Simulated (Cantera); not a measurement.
Input: 1 mol MgO, 1.8 mol Cl2, 2.9 mol O2, held at 0.0140 bar.

Cantera equilibrium calculation (NASA polynomials, part measured and part estimated; ideal gas, pure solids and liquids). Candidate condensed phases: Mg, MgCl2, MgO; 11 gas species. Rates play no part.

log p: log10 of the partial pressure in bar; n: condensed amount in mol.

```
T (K)  log p O2  log p Cl2  log p Cl  log p MgCl2  log p ClO     log p O  n MgO(s)
-----  --------  ---------  --------  -----------  ---------  ----------  --------
900       -2.06      -2.27     -5.27        -6.69      -7.37  (withheld)     1.000
950       -2.06      -2.27     -4.89        -6.06      -7.06  (withheld)     1.000
1000      -2.06      -2.27     -4.55        -5.50      -6.79  (withheld)     0.999
1050      -2.06      -2.27     -4.24        -4.99      -6.53  (withheld)     0.997
1100      -2.07      -2.28     -3.96        -4.54      -6.31  (withheld)     0.990
1150      -2.07      -2.29     -3.71        -4.13      -6.10  (withheld)     0.975
1200      -2.07      -2.31     -3.48        -3.76      -5.92  (withheld)     0.941
```

Some entries are withheld; supply them.


- 900, log p O: -12.30
- 950, log p O: -11.53
- 1000, log p O: -10.84
- 1050, log p O: -10.21
- 1100, log p O: -9.64
- 1150, log p O: -9.11
- 1200, log p O: -8.63
